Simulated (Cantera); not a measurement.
Input (Python, Cantera) and output of one run.

```python
import numpy as np
import cantera as ct

gas_names = """
    CL CL2 H HCL H2 Si SiCL SiCL2 SiCL3 SiCL4 SiH SiHCL3 SiH2 SiH2CL2 SiH3 SiH3CL SiH4 Si2 Si3
""".split()
cond_names = """
    Si(cr) Si(L)
""".split()


# ... load() reads the species with a 1 bar reference pressure and builds the phases ...
atoms = {
    'Si': {'Si': 1},
    'Cl2': {'CL': 2},
    'H2': {'H': 2},
}
top_T = {}  # K; cautious upper limits of use, not melting points


# ... equilibrate(T, P, feed) seeds the gas with the atoms and calls Mixture.equilibrate('TP', solver="vcs", rtol=1e-11, max_steps=5000) ...
results = []
feed = {'Si': 1, 'Cl2': 4.4, 'H2': 46}  # mol
T = 1375  # K
P = 67000  # Pa
mix = equilibrate(T, P, feed)
results.append((T, P, feed, dict(zip(mix.species_names, mix.species_moles))))
print(gas.report(threshold=1e-05))
for i in range(1, mix.n_phases):
    print(f"{mix.phase(i).name:16s} {mix.phase_moles(i):12.5e} mol")
```

Result:

```
       temperature   1375 K
          pressure   67000 Pa
           density   0.051017 kg/m^3
  mean mol. weight   8.7052 kg/kmol
   phase of matter   gas

                          1 kg             1 kmol
                     ---------------   ---------------
          enthalpy        1.5843e+06        1.3791e+07  J
   internal energy        2.7099e+05         2.359e+06  J
           entropy             22432        1.9528e+05  J/K
    Gibbs function        -2.926e+07       -2.5472e+08  J
 heat capacity c_p            3815.8             33218  J/K
 heat capacity c_v            2860.7             24903  J/K

                      mass frac. Y      mole frac. X     chem. pot. / RT
                     ---------------   ---------------   ---------------
               HCL           0.47635           0.11374           -35.794
                H2           0.20059           0.86614           -18.897
             SiCL2           0.05541          0.004873           -59.243
             SiCL3           0.04524         0.0029295           -85.589
             SiCL4           0.15792         0.0080922           -111.93
            SiHCL3          0.061163         0.0039311           -95.038
           SiH2CL2         0.0032826        0.00028292           -78.141
     [  +12 minor]        4.7108e-05        1.0237e-05

Si(cr)            0.00000e+00 mol
```

Method: chemical equilibrium by Gibbs-energy minimisation in Cantera with the NASA 1993 tables (ideal gas, pure condensed phases). The tables' values for SiCl3 are old estimates; treat these amounts as uncertain.
